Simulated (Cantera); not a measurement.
Cantera run:

```python
import numpy as np
import cantera as ct

gas_names = """
    CL CL2 H HCL H2 Si SiCL SiCL2 SiCL3 SiCL4 SiH SiHCL3 SiH2 SiH2CL2 SiH3 SiH3CL SiH4 Si2 Si3
""".split()
cond_names = """
    Si(cr) Si(L)
""".split()


# ... load() reads the species with a 1 bar reference pressure and builds the phases ...
atoms = {
    'SiCl4': {'Si': 1, 'CL': 4},
    'HCl': {'H': 1, 'CL': 1},
    'H2': {'H': 2},
}
top_T = {}  # K; cautious upper limits of use, not melting points


# ... equilibrate(T, P, feed) seeds the gas with the atoms and calls Mixture.equilibrate('TP', solver="vcs", rtol=1e-11, max_steps=5000) ...
results = []
feed = {'SiCl4': 1, 'HCl': 0.88, 'H2': 13}  # mol
P = 26000  # Pa
for T in [625, 675, 725, 775, 825, 875, 925, 975, 1025, 1075, 1125, 1175, 1225]:
    mix = equilibrate(T, P, feed)
    results.append((T, P, feed, dict(zip(mix.species_names, mix.species_moles))))

top = {s: max(r[3][s] / sum(r[3][g] for g in gas_names) for r in results) for s in gas_names}
cols = sorted((s for s in top if top[s] > 1e-06), key=lambda s: -top[s])[:9]
seen = [c for c in cond_names if any(r[3].get(c, 0) > 1e-12 for r in results)]
print("log10 of partial pressures in bar; condensed amounts in mol")
print(f"{'T/K':>10s}" + "".join(f"{s[:9]:>10s}" for s in cols + seen))
for T, P, feed, n in results:
    ng = sum(n[g] for g in gas_names)
    print(f"{T:10.4g}" + "".join(f"{np.log10(max(n[s] / ng * P / 1e5, 1e-99)):10.3f}" for s in cols)
          + "".join(f"{n.get(c, 0):10.4g}" for c in seen))
```

Output:

```
log10 of partial pressures in bar; condensed amounts in mol
       T/K        H2       HCL     SiCL4    SiHCL3     SiCL3     SiCL2   SiH2CL2    SiH3CL
       625    -0.644    -1.813    -1.758    -4.905    -9.707   -14.684    -9.318   -14.430
       675    -0.644    -1.812    -1.758    -4.472    -8.609   -12.802    -8.394   -12.994
       725    -0.644    -1.811    -1.760    -4.103    -7.667   -11.186    -7.604   -11.765
       775    -0.644    -1.809    -1.762    -3.786    -6.850    -9.786    -6.924   -10.705
       825    -0.644    -1.805    -1.765    -3.513    -6.138    -8.565    -6.334    -9.786
       875    -0.645    -1.798    -1.771    -3.277    -5.514    -7.494    -5.823    -8.986
       925    -0.645    -1.789    -1.779    -3.075    -4.965    -6.552    -5.378    -8.289
       975    -0.646    -1.778    -1.791    -2.902    -4.482    -5.721    -4.994    -7.683
      1025    -0.647    -1.763    -1.807    -2.757    -4.057    -4.988    -4.663    -7.156
      1075    -0.649    -1.744    -1.828    -2.639    -3.685    -4.342    -4.381    -6.705
      1125    -0.651    -1.719    -1.856    -2.548    -3.363    -3.779    -4.151    -6.327
      1175    -0.654    -1.686    -1.894    -2.489    -3.092    -3.301    -3.976    -6.029
      1225    -0.658    -1.643    -1.949    -2.469    -2.878    -2.909    -3.864    -5.818
```

Equilibrium computed with Cantera from the NASA thermochemical tables; the gas is ideal and each condensed phase is pure. The tables' values for SiCl3 are old estimates; treat these amounts as uncertain.
